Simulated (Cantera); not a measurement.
A closed system holds: 1 mol Si3N4, 0.4 mol O2, a varied amount of H2, at 1698.15 K and 13.3 mbar.

Equilibrium computed with Cantera from the NASA thermochemical tables; the gas is ideal and each condensed phase is pure. Candidate condensed phases: H2O, Si, SiO2, Si2N2O, Si3N4; 35 gas species. Mutual solubility and eutectic melting of coexisting phases are not modelled. Gases not in the tables: Si2H6 and higher silanes. The numbers say what is thermodynamically allowed, not how fast it happens.

Which condensed phases are stable at each of these points (n(H2) (mol)): 12, 19, 26, 32, 39, 45, 52, 58?


```csv
n(H2) (mol),condensed phases,Si condensed (%)
12,Si(l) + Si2N2O(s),97.6
19,Si(l) + Si2N2O(s),94.7
26,Si(l) + Si2N2O(s),91.1
32,Si(l) + Si2N2O(s),87.5
39,Si(l) + Si2N2O(s),83.1
45,Si(l) + Si2N2O(s),79.1
52,Si(l) + Si2N2O(s),74.2
58,Si(l),73.2
```

From 12 mol H2 to 52 mol H2 the condensed part is Si(l) + Si2N2O(s). At 58 mol H2 the condensed part is Si(l).
